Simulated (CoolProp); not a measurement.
Vapour-liquid equilibrium of ethanol (1) + n-octane (2) at 355.8 K; x and y are mole fractions of (1).

Model: multi-fluid Helmholtz-energy mixture model, Schroeder 2014 and Beckmüller 2019; pair parameters Bell 2016, in CoolProp.

| x | bubble pressure (MPa) | y at the bubble point | dew pressure at overall composition x (MPa) | liquid density (mol/L) |
|---|---|---|---|---|
| 0.05 | 0.06180 | 0.593 | 0.02709 | 5.877 |
| 0.125 | 0.09242 | 0.737 | 0.02940 | 6.179 |
| 0.2 | 0.1070 | 0.779 | 0.03212 | 6.519 |
| 0.275 | 0.1135 | 0.796 | 0.03538 | 6.903 |
| 0.35 | 0.1160 | 0.802 | 0.03938 | 7.339 |
| 0.425 | 0.1168 | 0.805 | 0.04438 | 7.838 |
| 0.5 | 0.1171 | 0.806 | 0.05080 | 8.412 |
| 0.575 | 0.1176 | 0.808 | 0.05937 | 9.076 |
| 0.65 | 0.1184 | 0.814 | 0.07132 | 9.851 |
| 0.725 | 0.1196 | 0.825 | 0.08890 | 10.76 |
| 0.8 | 0.1209 | 0.845 | 0.1151 | 11.84 |
| 0.875 | 0.1218 | 0.881 | 0.1217 | 13.12 |
| 0.95 | 0.1212 | 0.940 | 0.1210 | 14.67 |

y crosses x between x = 0.875 and 0.95: the model has an azeotrope there.

The pair parameters rest on a limited set of measurements; away from them the model extrapolates. With so large a gap from Raoult's law the liquid may split in two, which this calculation doesn't test in full.
